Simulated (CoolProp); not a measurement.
Vapour-liquid equilibrium of CH2F2 (R32) (1) + R123 (2) at 293.9 K; x and y are mole fractions of (1).

Computed with CoolProp (multi-fluid Helmholtz-energy mixture model, Tillner-Roth 1997 and Younglove 1994; pair parameters Bell 2016).

Give the bubble pressure and the first vapour's composition at x = 0.35, 0.5, 0.95. Is there an azeotrope?

x = 0.35: 639.1 kPa, y = 0.897; x = 0.5: 835.9 kPa, y = 0.930; x = 0.95: 1423 kPa, y = 0.992. No azeotrope shows between x = 0.05 and 0.95.

Pair parameters are fitted to limited data, so mixtures are less certain than the pure fluids. The gap from Raoult's law changes sign with composition, which may be real or a fault of the pair parameters; it wasn't checked against measurements.
